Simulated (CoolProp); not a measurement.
A single-stage vapour-compression cycle with hydrogen chloride: evaporating at 226.15 K (dew point), condensing at 284.15 K (bubble point), superheat 0 K, subcooling 2 K, compressor efficiency 0.6, no pressure losses. Each further row changes one setting.

Model: reference Helmholtz-energy equation of state, Thol 2018, in CoolProp.

```csv
case,cooling COP,pressure ratio,discharge temperature (K),refrigerating effect (kJ/kg),volumetric capacity (kJ/m³)
as stated,1.67,5.78,447.6,292,3700
evaporating temperature 231.15 K,1.91,4.79,424.6,294,4450
condensing temperature 279.15 K,1.89,5.10,427.5,303,3840
subcooling 7 K,1.73,5.78,447.6,303,3840
superheat 10 K,1.62,5.78,471.8,302,3610
compressor efficiency 0.5,1.39,5.78,487.7,292,3700
```
